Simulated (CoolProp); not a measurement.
Vapour-liquid equilibrium of CF4 (R14) (1) + R13 (2) at 179.1 K; x and y are mole fractions of (1).

Values from CoolProp's multi-fluid Helmholtz-energy mixture model, Platzer 1990 and Platzer 1990; pair parameters Bell 2016. This equation is an older, rougher fit; its heat capacities, sound speeds and derivatives of the liquid may be far off and weren't checked against measurements.

```json
[
 {"x": "0.05", "bubble pressure (bar)": "0.9175", "y at the bubble point": "0.484", "dew pressure at overall composition x (bar)": "0.5133", "liquid density (mol/L)": "15.08"},
 {"x": "0.125", "bubble pressure (bar)": "1.512", "y at the bubble point": "0.703", "dew pressure at overall composition x (bar)": "0.5558", "liquid density (mol/L)": "15.18"},
 {"x": "0.2", "bubble pressure (bar)": "2.055", "y at the bubble point": "0.794", "dew pressure at overall composition x (bar)": "0.6058", "liquid density (mol/L)": "15.28"},
 {"x": "0.275", "bubble pressure (bar)": "2.554", "y at the bubble point": "0.844", "dew pressure at overall composition x (bar)": "0.6656", "liquid density (mol/L)": "15.37"},
 {"x": "0.35", "bubble pressure (bar)": "3.018", "y at the bubble point": "0.877", "dew pressure at overall composition x (bar)": "0.7383", "liquid density (mol/L)": "15.46"},
 {"x": "0.425", "bubble pressure (bar)": "3.456", "y at the bubble point": "0.900", "dew pressure at overall composition x (bar)": "0.8288", "liquid density (mol/L)": "15.55"},
 {"x": "0.5", "bubble pressure (bar)": "3.874", "y at the bubble point": "0.919", "dew pressure at overall composition x (bar)": "0.9443", "liquid density (mol/L)": "15.63"},
 {"x": "0.575", "bubble pressure (bar)": "4.281", "y at the bubble point": "0.934", "dew pressure at overall composition x (bar)": "1.097", "liquid density (mol/L)": "15.70"},
 {"x": "0.65", "bubble pressure (bar)": "4.684", "y at the bubble point": "0.947", "dew pressure at overall composition x (bar)": "1.307", "liquid density (mol/L)": "15.77"},
 {"x": "0.725", "bubble pressure (bar)": "5.091", "y at the bubble point": "0.959", "dew pressure at overall composition x (bar)": "1.615", "liquid density (mol/L)": "15.83"},
 {"x": "0.8", "bubble pressure (bar)": "5.511", "y at the bubble point": "0.970", "dew pressure at overall composition x (bar)": "2.107", "liquid density (mol/L)": "15.88"},
 {"x": "0.875", "bubble pressure (bar)": "5.950", "y at the bubble point": "0.981", "dew pressure at overall composition x (bar)": "2.989", "liquid density (mol/L)": "15.91"},
 {"x": "0.95", "bubble pressure (bar)": "6.420", "y at the bubble point": "0.992", "dew pressure at overall composition x (bar)": "4.782", "liquid density (mol/L)": "15.93"}
]
```

No azeotrope shows between x = 0.05 and 0.95.

The pair parameters rest on a limited set of measurements; away from them the model extrapolates.
